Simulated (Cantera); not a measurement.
## Counterflow diffusion flame

A counterflow diffusion flame at 1.68 atm, nozzles 20 mm apart: fuel side 100 % H₂ at 550 K, oxidiser side 27.0 % O₂, 73.0 % N₂ at 300 K, fuel mass flux 0.22 times the oxidiser's; mixture-averaged transport, no radiation.

Detailed kinetics in Cantera: the H2/O2 subset of GRI-Mech 3.0, which has no nitrogen chemistry. The maximum strain rate includes the flame's own expansion and is several times the mean.

| oxidiser flux (kg/m²/s) | max strain (1/s) | mean strain (1/s) | T max (K) | peak x OH | peak x H | peak x H₂O | peak x HO₂ |
|---|---|---|---|---|---|---|---|
| 1 | 758 | 172 | 2756 | 0.0294 | 0.0177 | 0.332 | 3.47e-5 |
| 1.3 | 976 | 224 | 2748 | 0.0297 | 0.0183 | 0.331 | 4.43e-5 |
| 1.7 | 1250 | 292 | 2737 | 0.0300 | 0.0189 | 0.329 | 5.48e-5 |
| 2.1 | 1510 | 361 | 2726 | 0.0302 | 0.0196 | 0.328 | 6.45e-5 |
| 2.8 | 1990 | 482 | 2702 | 0.0303 | 0.0205 | 0.327 | 7.93e-5 |
| 3.5 | 2470 | 602 | 2673 | 0.0302 | 0.0212 | 0.326 | 9.25e-5 |
| 4.5 | 3130 | 774 | 2645 | 0.0304 | 0.0227 | 0.324 | 0.000110 |
| 5.8 | 4040 | 998 | 2613 | 0.0306 | 0.0244 | 0.322 | 0.000130 |
| 7.4 | 5140 | 1270 | 2576 | 0.0306 | 0.0262 | 0.319 | 0.000150 |
x: mole fraction; the columns are a selection and need not sum to one.
